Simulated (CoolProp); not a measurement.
The numbers come from the reference Helmholtz-energy equation of state, Zhou 2014 in CoolProp.

Q: For cyclohexane, give the phase and the speed of sound (m/s), Joule-Thomson coefficient (K/MPa), isothermal compressibility (1/MPa) at 253.95 °C and 23.9 MPa.

A: 
- 253.95 °C and 23.9 MPa: liquid; speed of sound 666, Joule-Thomson coefficient -0.103, isothermal compressibility 0.00454
